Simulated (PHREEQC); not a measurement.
Solution (40 °C): 2.2 mmol/kgw AgF, 8.5 mmol/kgw NaCl and 60 mmol/kgw Zn(NO3)2. Closed to the air; pH follows from the charge balance.

Model: ion-association model, wateq4f.dat, run in PHREEQC.

This is a speciation only: nothing precipitates in the calculation.

Estimate the pH.

pH 5.31.

In which forms is F present?

F- 76 %, ZnF+ 23 %, HF 0.5 % of the F.

Saturation is exceeded, for instance for Cerargyrite; the values hold only as long as no solid forms. Constants without temperature data keep their 25 °C values here.
